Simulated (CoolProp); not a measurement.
Vapour-liquid equilibrium of benzene (1) + n-nonane (2) at 160.15 °C; x and y are mole fractions of (1).

The numbers come from the multi-fluid Helmholtz-energy mixture model, Thol 2012 and Lemmon 2006; pair parameters Bell 2016 in CoolProp.

Give the bubble pressure and the first vapour's composition at x = 0.55, 0.75, 0.85. Is there an azeotrope?

x = 0.55: 471.8 kPa, y = 0.839; x = 0.75: 575.2 kPa, y = 0.917; x = 0.85: 628.5 kPa, y = 0.951. No azeotrope shows between x = 0.05 and 0.95.

Pair parameters are fitted to limited data, so mixtures are less certain than the pure fluids.
